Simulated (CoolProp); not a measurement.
Hexamethyldisiloxane (MM) at several states: density (kg/m³) from the reference equation and from simpler models built on Tc = 245.6 °C, pc = 1.931 MPa, ω = 0.418; each cubic takes its own stable root.

Values from CoolProp's reference Helmholtz-energy equation of state, Thol 2016.

```
T (°C)  p (MPa)   phase  reference
------  -------  ------  ---------
260.85   0.0517     gas      1.907
220.35    0.718     gas      34.75
249.35    0.243     gas      9.512
156.65    0.962  liquid      603.3
332.65   0.0242     gas     0.7821
```

Problem. How far does each simpler model (Redlich-Kwong, Soave-Redlich-Kwong, Peng-Robinson) lie from the reference over these 5 states: mean and median of the absolute difference, and the worst?

Solution. 
- Redlich-Kwong: mean 3.5 %, median 0.2 %, worst -15.2 % at 156.65 °C and 0.962 MPa
- Soave-Redlich-Kwong: mean 1.9 %, median 0.2 %, worst -8.2 % at 156.65 °C and 0.962 MPa
- Peng-Robinson: mean 1.0 %, median 0.3 %, worst +4.0 % at 156.65 °C and 0.962 MPa
